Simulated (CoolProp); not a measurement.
Nitrous oxide along the isotherm 187.3 K: density (kg/m³) from the reference equation and from simpler models built on Tc = 309.5 K, pc = 7245 kPa, ω = 0.161; each cubic takes its own stable root.

Model: reference Helmholtz-energy equation of state, Lemmon 2006, in CoolProp. It is a short technical equation, of lower accuracy than the large ones.

```
p (kPa)   phase  reference  van der Waals  Redlich-Kwong  Peng-Robinson
-------  ------  ---------  -------------  -------------  -------------
11.5        gas     0.3259         0.3255         0.3257         0.3258
20.4        gas     0.5793         0.5781         0.5788         0.5790
36.2        gas      1.032          1.028          1.030          1.031
64.4        gas      1.848          1.836          1.843          1.845
115         gas      3.345          3.300          3.323          3.330
204      liquid       1223          5.928           1120           1284
362      liquid       1223          10.76           1120           1284
644      liquid       1223          20.05           1121           1285
1150     liquid       1224          762.4           1122           1286
2040     liquid       1225          764.9           1123           1287
```

At some of these states van der Waals gives the other phase, because its saturation line lies elsewhere.
